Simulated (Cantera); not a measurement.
Feed: 1 mol Si₃N₄, 0.049 mol H₂O, 1.1 mol N₂, at 390 Torr.

Equilibrium computed with Cantera from the NASA thermochemical tables; the gas is ideal and each condensed phase is pure. Candidate condensed phases: H₂O, Si, SiO₂, Si₂N₂O, Si₃N₄; 35 gas species. Mutual solubility and eutectic melting of coexisting phases are not modelled. Equilibrium is a limit: real reactors are often held back by kinetics, nucleation or transport.

Problem. Which condensed phases are stable at each of these points (T (°C)): 1425, 1500, 1575, 1650, 1725, 1800, 1875?

Solution. 
```tsv
T (°C)	condensed phases	Si condensed (%)
1425	Si₂N₂O(s) + Si₃N₄(s)	100.0
1500	Si₂N₂O(s) + Si₃N₄(s)	100.0
1575	Si₂N₂O(s) + Si₃N₄(s)	100.0
1650	Si₂N₂O(s) + Si₃N₄(s)	99.9
1725	Si₂N₂O(s) + Si₃N₄(s)	99.7
1800	Si₂N₂O(s) + Si₃N₄(s)	99.0
1875	Si(l)	98.3
```

From 1425 °C to 1800 °C the condensed part is Si₂N₂O(s) + Si₃N₄(s). At 1875 °C the condensed part is Si(l).
